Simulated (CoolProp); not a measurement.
The numbers come from the reference Helmholtz-energy equation of state, Lemmon 2006 in CoolProp. It is a short technical equation, of lower accuracy than the large ones.

Give the vapour pressure (MPa), liquid density (kg/m³), vapour density (kg/m³) of saturated CH3F (R41) at 182.9, 206.1 K.


```json
[
 {"T (K)": "182.9", "p (MPa)": "0.0502", "liquid density (kg/m³)": "906", "vapour density (kg/m³)": "1.15"},
 {"T (K)": "206.1", "p (MPa)": "0.182", "liquid density (kg/m³)": "857", "vapour density (kg/m³)": "3.85"}
]
```
